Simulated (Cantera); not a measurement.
Input: 1 mol Cu2O, 7.5 mol C, 11 mol N2, 4.8 mol CH4, held at 190 Pa.

Cantera equilibrium calculation (NASA polynomials, part measured and part estimated; ideal gas, pure solids and liquids). Candidate condensed phases: C, C6H6, C7H8, C8H18, Cu, CuO, Cu(OH)2, Cu2O, H2O; 139 gas species. Rates play no part.

### Question
At 2000 K, list the 4 most abundant gas species with their mole fractions, and the condensed phases.

### Answer
N2 0.457, H2 0.387, Cu 0.0837, CO 0.0419. Condensed: C(graphite).
